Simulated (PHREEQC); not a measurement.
Solution A (0.07 mol/kgw MgCl2, 0.0011 mol/kgw NaHCO3 and 3.1e-06 mol/kgw H4SiO4) is mixed with solution B (0.034 mol/kgw NiSO4, 0.051 mol/kgw MgSO4, 0.095 mol/kgw H2SO4 and 0.0066 mol/kgw NaCl) at 84 °C; shares are by mass of water, 1 kg in all. Oxygen is held at 0.21 atm. The system is closed to CO2. Solids allowed: Brucite, Nesquehonite, Ni(OH)2, NiCO3, Ni4(OH)6SO4, SiO2(a), Halite, Mirabilite, Epsomite, Morenosite, Nahcolite, Natron. Others were left out.

Equilibrium calculation in PHREEQC: ion-association model, wateq4f.dat.

Question: Predict pH, CO2 (mol/kgw) at share of solution B = 0.2, 1.

Answer: 
```csv
share of solution B,pH,CO2 (mol/kgw)
0.2,1.76,0.000880
1,1.33,0
```

At this temperature some constants are extrapolated from 25 °C, and those without enthalpy data are left unchanged.
